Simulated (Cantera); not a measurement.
A perfectly stirred reactor is fed with 0.865 % CO, 0.962 % O₂, 2.02 % H₂O, 96.2 % N₂, equivalence ratio 0.45, at 1.40 bar; it is held at 1475 K, and followed from long to short residence time.

Cantera simulation using GRI-Mech 3.0 (53 species, 325 reactions); the numbers are that mechanism's predictions, not measurements.

Task: Predict: x(CO) at τ = 4.50 s; x(O₂) at τ = 4.50 s; x(H₂O) at τ = 4.50 s; x(H₂O₂) at τ = 4.50 s; x(O) at τ = 4.50 s; x(CO) at τ = 27.0 ms; x(O₂) at τ = 27.0 ms; x(H₂O) at τ = 27.0 ms; x(H₂O₂) at τ = 27.0 ms; x(O) at τ = 27.0 ms.

Result: 
```json
{
  "x(CO) at τ = 4.50 s": "1.72e-5",
  "x(O₂) at τ = 4.50 s": "0.00531",
  "x(H₂O) at τ = 4.50 s": "0.0203",
  "x(H₂O₂) at τ = 4.50 s": "4.02e-9",
  "x(O) at τ = 4.50 s": "2.66e-6",
  "x(CO) at τ = 27.0 ms": "0.000504",
  "x(O₂) at τ = 27.0 ms": "0.00555",
  "x(H₂O) at τ = 27.0 ms": "0.0200",
  "x(H₂O₂) at τ = 27.0 ms": "5.66e-8",
  "x(O) at τ = 27.0 ms": "6.63e-5"
}
```
